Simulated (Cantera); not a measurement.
A closed system holds: 1 mol TiCl₄, a varied amount of H₂O, 3.8 mol H₂, equilibrated at 0.0430 bar.

These are equilibrium values from Cantera (NASA tables, ideal gas, pure condensed phases), not measurements of a reactor. Candidate condensed phases: H₂O, Ti, TiCl₂, TiCl₃, TiCl₄, TiO, TiO₂, Ti₂O₃, Ti₃O₅, Ti₄O₇; 23 gas species. Mutual solubility and eutectic melting of coexisting phases are not modelled. The tables' values for TiCl₂ are old estimates. Condensed phases not in the tables: Magnéli phases beyond Ti₄O₇. Kinetics and transport are ignored.

Task: What condenses at these points (T in °C, n(H₂O) in mol): (977, 17); (1727, 3.2); (1427, 6); (1727, 4.9); (1877, 7.4); (1652, 7.4)?

Result: 
```tsv
T (°C)	n(H₂O) in mol	condensed phases	Ti condensed (%)
977	17	TiO₂	100.0
1727	3.2	TiO₂ + Ti₄O₇	100.0
1427	6	TiO₂	100.0
1727	4.9	TiO₂	100.0
1877	7.4	Ti₄O₇	99.9
1652	7.4	TiO₂	100.0
```
